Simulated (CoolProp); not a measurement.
A closed Brayton cycle with carbon dioxide: compressor inlet 313.15 K and 8 MPa, high pressure 14.9 MPa, turbine inlet 710 K, compressor efficiency 0.8, turbine efficiency 0.9, recuperator effectiveness 0.95 (on enthalpy, no pinch check). Each further row changes one setting.

The numbers come from the reference Helmholtz-energy equation of state, Span 1996 in CoolProp.

| case | thermal efficiency (%) | net work (kJ/kg) | compressor to turbine work | compressor exit (K) | turbine exit (K) |
|---|---|---|---|---|---|
| as stated | 28.8 | 45.7 | 0.36 | 358.3 | 641.4 |
| turbine inlet 660 K | (withheld) | 39.9 | (withheld) | 358.3 | 594.0 |
| compressor inlet 323.15 K | 27.9 | 39.6 | 0.44 | 375.5 | 641.4 |
| high pressure 12.7 MPa | 26.8 | (withheld) | 0.34 | 346.5 | 658.8 |
| recuperator effectiveness 0.5 | 14.8 | 45.7 | 0.36 | 358.3 | 641.4 |

Q: What belongs in the gaps?

A: 
- turbine inlet 660 K, thermal efficiency (%): 26.5
- turbine inlet 660 K, compressor to turbine work: 0.39
- high pressure 12.7 MPa, net work (kJ/kg): 35.4
